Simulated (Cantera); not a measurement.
A closed system holds: 1 mol Al, 6.9 mol NH3, 71 mol N2, held at 1575 °C and 0.300 bar.

Cantera equilibrium calculation (NASA polynomials, part measured and part estimated; ideal gas, pure solids and liquids). Candidate condensed phases: Al, AlN; 13 gas species. Equilibrium is a limit: real reactors are often held back by kinetics, nucleation or transport.

Question: What is the equilibrium state?

Answer: 
```
Property                              Value
--------------------------------  ---------
x(N2)                                 0.877
x(H2)                                 0.123
x(H)                               0.000339
x(Al)                               5.86e-6
n(AlN(s))                         0.999 mol
gas amount                        84.31 mol
log10 activity of Al(l) (absent)      -2.88
```
